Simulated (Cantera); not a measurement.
Diamond growth

A diamond (100) surface in a fixed gas of H2 with x(CH4) = 0.0055, x(H) = 0.0057, at 923 K, 43.5 Torr; coverages are run to steady state.

Cantera simulation using the Harris–Goodwin 1993 mechanism for the reconstructed diamond (100) surface; the numbers are that mechanism's predictions, not measurements.

| x(CH3) | growth (µm/h) | θ c6HH | θ c6H* | θ c6*H | θ c6** | θ c6HM |
|---|---|---|---|---|---|---|
| 1e-06 | 0.0208 | 0.670 | 0.0121 | 0.313 | 0.00536 | 0.000133 |
| 2.6e-06 | 0.0540 | 0.669 | 0.0121 | 0.313 | 0.00536 | 0.000346 |
| 6.9e-06 | 0.143 | 0.669 | 0.0121 | 0.312 | 0.00536 | 0.000918 |
| 1.8e-05 | 0.372 | 0.668 | 0.0121 | 0.312 | 0.00535 | 0.00239 |
| 4.8e-05 | 0.988 | 0.664 | 0.0120 | 0.310 | 0.00531 | 0.00634 |
| 0.00013 | 2.64 | 0.655 | 0.0119 | 0.306 | 0.00522 | 0.0169 |
| 0.00033 | 6.46 | 0.635 | 0.0115 | 0.296 | 0.00501 | 0.0414 |
| 0.00087 | 15.6 | 0.585 | 0.0106 | 0.273 | 0.00450 | 0.0998 |
| 0.0023 | 33.5 | 0.488 | 0.00877 | 0.226 | 0.00352 | 0.215 |
θ: site fractions in the mechanism's names (c6HH fully hydrogenated, c6H* and c6*H radical sites, c6** diradical, c6HM methylated).
